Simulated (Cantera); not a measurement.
A closed system holds: 1 mol Si, 2.2 mol O2, 1.7 mol N2, 0.0016 mol H2O, held at 150000 Pa.

Cantera equilibrium calculation (NASA polynomials, part measured and part estimated; ideal gas, pure solids and liquids). Candidate condensed phases: H2O, Si, SiO2, Si2N2O, Si3N4; 35 gas species. The tables hold silica as quartz up to 1696 K and as liquid above; real silica turns to tridymite and cristobalite and melts near 1996 K. Equilibrium is a limit: real reactors are often held back by kinetics, nucleation or transport.

### Question
Which condensed phases are stable at each of these points (T (°C)): 1075, 1150, 1225, 1300, 1375, 1450, 1525, 1600, 1675, 1750, 1825?

### Answer
```tsv
T (°C)	condensed phases	Si condensed (%)
1075	SiO2(β-quartz)	100.0
1150	SiO2(β-quartz)	100.0
1225	SiO2(β-quartz)	100.0
1300	SiO2(β-quartz)	100.0
1375	SiO2(β-quartz)	100.0
1450	SiO2(condensed)	100.0
1525	SiO2(condensed)	100.0
1600	SiO2(condensed)	100.0
1675	SiO2(condensed)	100.0
1750	SiO2(l)	100.0
1825	SiO2(l)	100.0
```

From 1075 °C to 1375 °C the condensed part is SiO2(β-quartz). From 1450 °C to 1675 °C the condensed part is SiO2(condensed). From 1750 °C to 1825 °C the condensed part is SiO2(l).
